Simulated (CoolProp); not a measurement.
Vapour-liquid equilibrium of CH2F2 (R32) (1) + R142b (2) at 213.3 K; x and y are mole fractions of (1).

The numbers come from the multi-fluid Helmholtz-energy mixture model, Tillner-Roth 1997 and Lemmon 2006; pair parameters Bell 2016 in CoolProp.

```csv
x,bubble pressure (bar),y at the bubble point,dew pressure at overall composition x (bar),liquid density (mol/L)
0.05,0.1153,0.404,0.07557,13.27
0.2,0.2441,0.759,0.08850,14.30
0.35,0.3555,0.861,0.1068,15.48
0.5,0.4425,0.907,0.1345,16.85
0.65,0.5100,0.936,0.1817,18.47
0.8,0.5688,0.959,0.2793,20.42
0.95,0.6313,0.988,0.5457,22.82
```

No azeotrope shows between x = 0.05 and 0.95.

Pair parameters are fitted to limited data, so mixtures are less certain than the pure fluids.
